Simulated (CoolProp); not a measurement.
Properties of ammonia at several states (Tc = 405.6 K, pc = 113.6 bar, ω = 0.256).

Values from CoolProp's reference Helmholtz-energy equation of state, Gao 2020.

```csv
T (K),p (bar),phase,cp (kJ/(kg K)),speed of sound (m/s),isothermal compressibility (1/MPa),expansivity (1/kK),conductivity (mW/(m K)),fugacity coefficient
636.3,1.39,gas,2.715,615.3,7.200,1.577,73.1,0.9992
440.8,1.29,gas,2.362,520.3,7.776,2.295,43.5,0.9969
366.3,301,liquid,4.952,1102,0.002837,3.037,373,0.1775
```

Thermal conductivity comes from a separate model (Tufeu 1984).
